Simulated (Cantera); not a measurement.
**Ignition delay**

Mixture: 41.5 % CO, 0.474 % H2, 3.11 % CH4, 11.6 % O2, 43.4 % N2, equivalence ratio 2.4, at 100000 Pa, adiabatic and at constant pressure. Ignition delay is the time to a rise of 400 K.

Model: GRI-Mech 3.0 (53 species, 325 reactions), integrated in Cantera.

```
T0 (K)  delay (ms)
------  ----------
1223          3.47
1323          1.36
1423         0.606
1523         0.311
1623         0.178
1723         0.110
1823        0.0724
```

- apparent activation energy between 1623 and 1823 K = 110 kJ/mol
